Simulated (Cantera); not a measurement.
Feed: 1 mol Al(CH₃)₃, 2.8 mol H₂O, a varied amount of N₂, held at 1725 °C and 0.130 bar.

Equilibrium computed with Cantera from the NASA thermochemical tables; the gas is ideal and each condensed phase is pure. Candidate condensed phases: Al, AlN, Al₂O₃, C, C₆H₆, C₇H₈, C₈H₁₈, H₂O; 148 gas species. The feed counts by its element totals alone. Equilibrium is a limit: real reactors are often held back by kinetics, nucleation or transport.

### Question
Which condensed phases are stable at each of these points (n(N₂) (mol)): 3.6, 12, 20, 29, 37, 46, 54, 63, 71, 79, 88, 96?

### Answer
```tsv
n(N₂) (mol)	condensed phases	Al condensed (%)
3.6	AlN(s) + C(graphite)	98.6
12	AlN(s) + C(graphite)	98.6
20	AlN(s) + C(graphite)	98.3
29	AlN(s)	98.0
37	AlN(s)	97.6
46	AlN(s)	97.3
54	AlN(s)	96.9
63	AlN(s)	96.5
71	AlN(s)	96.2
79	AlN(s)	95.9
88	AlN(s)	95.5
96	AlN(s)	95.1
```

From 3.6 mol N₂ to 20 mol N₂ the condensed part is AlN(s) + C(graphite). From 29 mol N₂ to 96 mol N₂ the condensed part is AlN(s).
